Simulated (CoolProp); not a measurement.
Sulfur hexafluoride at several states: density (kg/m³) from the reference equation and from simpler models built on Tc = 45.6 °C, pc = 3755 kPa, ω = 0.210; each cubic takes its own stable root.

The numbers come from the reference Helmholtz-energy equation of state, Guder 2009 in CoolProp.

| T (°C) | p (kPa) | phase | reference | Redlich-Kwong | Soave-Redlich-Kwong |
|---|---|---|---|---|---|
| 336.35 | 2530 | gas | 73.73 | 74.73 | 73.30 |
| 60.85 | 972 | gas | 55.45 | 55.62 | 55.51 |
| 93.55 | 310 | gas | 15.11 | 15.13 | 15.12 |
| 194.95 | 17.3 | gas | 0.6495 | 0.6495 | 0.6495 |
| 150.25 | 17100 | supercritical | 925.8 | 952.7 | 874.6 |
